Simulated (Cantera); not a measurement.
# Premixed flame

A freely propagating, adiabatic, planar premixed flame of 25.0 % H₂, 12.6 % O₂, 62.4 % N₂, unburnt at 625 K and 0.370 bar; mixture-averaged transport, grid criteria slope 0.08 and curve 0.16, no radiation.

Cantera simulation using the H2/O2 subset of GRI-Mech 3.0, which has no nitrogen chemistry; the numbers are that mechanism's predictions, not measurements. Burning velocities carry a grid error of a few per cent, more on coarse grids.

```tsv
z (mm)	T (K)	u (m/s)	x H₂	x O₂	x HO₂	x O	x H₂O	x OH
-5.84	625	5.84	0.250	0.126	<1e-8	<1e-8	<1e-8	<1e-8
-3.89	625	5.84	0.250	0.126	<1e-8	<1e-8	<1e-8	<1e-8
-2.92	625	5.84	0.250	0.126	<1e-8	<1e-8	<1e-8	<1e-8
-1.95	625	5.84	0.250	0.126	3.30e-7	<1e-8	2.83e-8	<1e-8
-0.974	633	5.90	0.248	0.126	9.15e-5	6.52e-6	0.000457	2.61e-5
-0.487	762	7.01	0.225	0.122	7.08e-5	0.000237	0.0121	0.000395
0	1145	10.2	0.122	0.0842	3.02e-5	0.00545	0.0930	0.00280
0.487	1423	12.5	0.0460	0.0362	1.16e-5	0.0112	0.178	0.00726
0.974	1547	13.5	0.0382	0.0281	7.92e-6	0.0114	0.193	0.00933
1.95	1685	14.6	0.0377	0.0246	5.86e-6	0.0102	0.202	0.0112
3.89	1829	15.7	0.0362	0.0212	4.25e-6	0.00820	0.212	0.0126
7.79	1969	16.7	0.0328	0.0178	2.98e-6	0.00602	0.223	0.0131
15.6	2094	17.6	0.0279	0.0145	2.04e-6	0.00400	0.235	0.0124
```
x: mole fraction of selected species; z is measured from the peak of heat release.

* **laminar burning velocity**: 584 cm/s
* **thermal thickness**: 1.95 mm
* **peak x(HO₂)**: 0.000100
* **peak x(O)**: 0.0116
* **peak x(OH)**: 0.0131
* **grid points**: 134
